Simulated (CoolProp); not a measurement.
c-C4F8 (RC318) along the isotherm 226.85 °C: density (kg/m³) from the reference equation and from simpler models built on Tc = 115.2 °C, pc = 2778 kPa, ω = 0.355; each cubic takes its own stable root.

Values from CoolProp's reference Helmholtz-energy equation of state, Platzer 1990. This equation is an older, rougher fit; its heat capacities, sound speeds and derivatives of the liquid may be far off and weren't checked against measurements.

| p (kPa) | phase | reference |
|---|---|---|
| 43.9 | gas | 2.117 |
| 83.3 | gas | 4.024 |
| 158 | gas | 7.659 |
| 299 | gas | 14.59 |
| 567 | gas | 28.03 |
| 1080 | gas | 54.74 |
| 2040 | gas | 108.6 |
| 3860 | supercritical | 226.2 |
| 7330 | supercritical | 492.3 |
| 13900 | supercritical | 839.3 |

### Question
How far does each simpler model (ideal gas, van der Waals, Redlich-Kwong, Soave-Redlich-Kwong, Peng-Robinson) lie from the reference over these 10 states: mean and median of the absolute difference, and the worst?

### Answer
- ideal gas: mean 8.7 %, median 3.9 %, worst -28.4 % at 226.85 °C and 7330 kPa
- van der Waals: mean 3.7 %, median 1.0 %, worst +15.4 % at 226.85 °C and 7330 kPa
- Redlich-Kwong: mean 2.7 %, median 1.0 %, worst +10.0 % at 226.85 °C and 7330 kPa
- Soave-Redlich-Kwong: mean 1.6 %, median 0.2 %, worst -6.3 % at 226.85 °C and 7330 kPa
- Peng-Robinson: mean 0.7 %, median 0.7 %, worst +1.5 % at 226.85 °C and 3860 kPa
